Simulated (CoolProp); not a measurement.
Vapour-liquid equilibrium of n-butane (1) + R113 (2) at 311.6 K; x and y are mole fractions of (1).

Computed with CoolProp (multi-fluid Helmholtz-energy mixture model, Bücker 2006 and Marx 1992; pair parameters Bell 2016).

| x | bubble pressure (kPa) | y at the bubble point | dew pressure at overall composition x (kPa) | liquid density (mol/L) |
|---|---|---|---|---|
| 0.05 | 92.47 | 0.232 | 77.42 | 8.228 |
| 0.15 | 127.3 | 0.490 | 85.04 | 8.349 |
| 0.25 | 159.6 | 0.632 | 94.30 | 8.473 |
| 0.35 | 189.6 | 0.724 | 105.8 | 8.602 |
| 0.45 | 217.9 | 0.789 | 120.3 | 8.734 |
| 0.55 | 244.7 | 0.840 | 139.2 | 8.872 |
| 0.65 | 270.7 | 0.882 | 164.7 | 9.016 |
| 0.75 | 296.3 | 0.918 | 200.2 | 9.166 |
| 0.85 | 322.2 | 0.952 | 250.8 | 9.325 |
| 0.95 | 348.7 | 0.984 | 320.8 | 9.492 |

No azeotrope shows between x = 0.05 and 0.95.

Pair parameters are fitted to limited data, so mixtures are less certain than the pure fluids.
